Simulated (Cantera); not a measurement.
A closed system holds: 1 mol Si, 0.021 mol O2, 170 mol H2, at 10.0 mbar.

Method: chemical equilibrium by Gibbs-energy minimisation in Cantera with the NASA 1993 tables (ideal gas, pure condensed phases). Candidate condensed phases: H2O, Si, SiO2; 18 gas species. Mutual solubility and eutectic melting of coexisting phases are not modelled. The tables hold silica as quartz up to 1696 K and as liquid above; real silica turns to tridymite and cristobalite and melts near 1996 K. Gases not in the tables: Si2H6 and higher silanes. The numbers say what is thermodynamically allowed, not how fast it happens.

x: gas mole fraction; n: condensed amount in mol.

```csv
T (°C),x H2,x H,x Si,x SiH,x SiO,x SiH2,n Si(s),n SiO2(β-quartz),n Si(l)
700,1.00,1.08e-8,<1e-12,<1e-12,…,4.19e-11,0.979,0.0210,0
800,1.000,1.40e-7,<1e-12,2.57e-12,…,6.77e-10,0.979,0.0209,0
900,1.000,1.18e-6,4.95e-11,8.86e-11,…,6.81e-9,0.977,0.0189,0
1000,1.000,7.13e-6,1.80e-9,1.74e-9,0.000247,4.76e-8,0.958,0,0
1100,1.000,3.33e-5,3.88e-8,2.20e-8,0.000247,2.51e-7,0.958,0,0
1200,1.000,0.000126,5.47e-7,1.97e-7,0.000247,1.05e-6,0.958,0,0
1300,0.999,0.000406,5.50e-6,1.32e-6,0.000247,3.67e-6,0.956,0,0
1400,0.999,0.00114,4.18e-5,7.06e-6,0.000247,1.10e-5,0.948,0,0
1500,0.997,0.00284,0.000213,2.63e-5,0.000247,2.46e-5,0,0,0.913
1600,0.992,0.00643,0.000882,8.19e-5,0.000246,4.87e-5,0,0,0.782
1700,0.983,0.0134,0.00316,0.000226,0.000245,8.93e-5,0,0,0.348
1800,0.968,0.0259,0.00509,0.000288,0.000242,7.84e-5,0,0,0
1900,0.947,0.0470,0.00516,0.000234,0.000240,4.53e-5,0,0,0
```

Problem. Complete the blanks.

Solution. 
- 700, x SiO: 1.63e-8
- 800, x SiO: 8.89e-7
- 900, x SiO: 2.42e-5
